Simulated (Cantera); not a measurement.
A perfectly stirred reactor is fed with 1.09 % H₂, 98.9 % O₂, equivalence ratio 0.0055, at 10.00 Torr; it is held at 1050 K, and followed from long to short residence time.

Computed with Cantera and GRI-Mech 3.0 (53 species, 325 reactions). Radical loss at walls, strong at low pressure, is not modelled.

Problem. Predict: x(H₂) at τ = 0.850 s; x(O₂) at τ = 0.850 s; x(OH) at τ = 0.850 s; x(H₂O₂) at τ = 0.850 s; x(O) at τ = 0.850 s; x(H₂) at τ = 71.0 ms; x(O₂) at τ = 71.0 ms; x(OH) at τ = 71.0 ms; x(H₂O₂) at τ = 71.0 ms; x(O) at τ = 71.0 ms.

Solution. 
```
Item                      Result
----------------------  --------
x(H₂) at τ = 0.850 s    0.000126
x(O₂) at τ = 0.850 s       0.988
x(OH) at τ = 0.850 s    0.000241
x(H₂O₂) at τ = 0.850 s   2.72e-8
x(O) at τ = 0.850 s      0.00131
x(H₂) at τ = 71.0 ms    0.000546
x(O₂) at τ = 71.0 ms       0.985
x(OH) at τ = 71.0 ms    0.000586
x(H₂O₂) at τ = 71.0 ms   5.21e-8
x(O) at τ = 71.0 ms      0.00387
```
